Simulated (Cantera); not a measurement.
## Stirred combustor or abatement burner

A perfectly stirred reactor is fed with C3H8 : O2 : N2 = 1 : 6.17 : 30.9 (molar parts), at 2780 Torr; it is adiabatic with a 375 K inlet, and is followed from long to short residence time, starting on the burning branch (τ in s: 0.034, 0.014, 0.0056, 0.0023, 0.00093, 0.00038, 0.00015, 6.3e-05, 2.6e-05, 1e-05).

Computed with Cantera and GRI-Mech 3.0 (53 species, 325 reactions). GRI-Mech 3.0 was tuned for natural gas; its chemistry of propane as a main component is partial and can be far from experiment.

```csv
τ (s),T (K),x C3H8,x O2,x C2H6,x N2O,x O,x H2O
0.034,1835,1.03e-6,0.0301,1.70e-9,7.97e-7,8.86e-5,0.102
0.014,1829,2.02e-6,0.0303,3.08e-9,1.02e-6,0.000147,0.101
0.0056,1819,3.93e-6,0.0308,6.04e-9,1.15e-6,0.000250,0.101
0.0023,1802,7.33e-6,0.0315,1.32e-8,1.12e-6,0.000410,0.100
0.00093,1775,1.39e-5,0.0329,3.51e-8,9.86e-7,0.000649,0.0992
0.00038,1732,2.74e-5,0.0353,1.12e-7,8.25e-7,0.000934,0.0978
0.00015,1652,7.06e-5,0.0407,5.45e-7,6.25e-7,0.00105,0.0956
6.3e-5,375,0.0263,0.162,<1e-12,<1e-12,<1e-12,<1e-12
2.6e-5,375,0.0263,0.162,<1e-12,<1e-12,<1e-12,<1e-12
1.0e-5,375,0.0263,0.162,<1e-12,<1e-12,<1e-12,<1e-12
```
x: mole fraction; the columns are a selection and need not sum to one.
